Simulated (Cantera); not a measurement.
Mixture: 7.56 % CH₄, 0.272 % H₂, 13.8 % O₂, 70.8 % N₂, 7.56 % H₂O, equivalence ratio 1.1, at 1.00 bar, adiabatic and at constant volume. Ignition delay is the time to a rise of 400 K.

Cantera simulation using GRI-Mech 3.0 (53 species, 325 reactions); the numbers are that mechanism's predictions, not measurements.

Question: Predict: delay at 1173 K; delay at 1273 K; delay at 1373 K; delay at 1473 K; delay at 1573 K; apparent activation energy between 1523 and 1623 K.

Answer: 
```
Property                                                 Value
--------------------------------------------------  ----------
delay at 1173 K                                        67.5 ms
delay at 1273 K                                        19.6 ms
delay at 1373 K                                        5.96 ms
delay at 1473 K                                        1.96 ms
delay at 1573 K                                       0.724 ms
apparent activation energy between 1523 and 1623 K  190 kJ/mol
```
